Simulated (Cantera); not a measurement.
Feed: 1 mol FeS, 0.16 mol O2, 4.6 mol CO2, at 0.0190 bar.

Method: chemical equilibrium by Gibbs-energy minimisation in Cantera with the NASA 1993 tables (ideal gas, pure condensed phases). Candidate condensed phases: C, Fe, Fe(CO)5, FeO, FeS, FeSO4, FeS2, Fe2O3, Fe2(SO4)3, Fe3O4, S; 25 gas species. Metal and sulfide melt together well below either melting point, which pure phases cannot show. Mutual solubility and eutectic melting of coexisting phases are not modelled. The tables' stoichiometric FeO is somewhat more stable than real wüstite, so its field is too wide. FeO, FeS: taken at fixed stoichiometry. The numbers say what is thermodynamically allowed, not how fast it happens. All values below are at 1323 K.

Base state: CO2 0.767, CO 0.151, SO2 0.0524, S2 0.0277, COS 0.00107, SO 0.000588, S2O 0.000300 (mole fractions); condensed: FeO(s) + FeS(s).

### Question
What changes in the equilibrium state with this change: pressure from 0.0190 bar to 0.120 bar?

### Answer
| species | before | after |
|---|---|---|
| CO2 | 0.767 | 0.846 |
| CO | 0.151 | 0.0951 |
| SO2 | 0.0524 | 0.0442 |
| S2 | 0.0277 | 0.0134 |
| SO | 0.000588 | 0.000284 |
| S2O | 0.000300 | 0.000253 |
| COS | 0.00107 | 0.00118 |
| FeO(s), mol | 0.551 | 0.356 |
| FeS(s), mol | 0.449 | 0.644 |
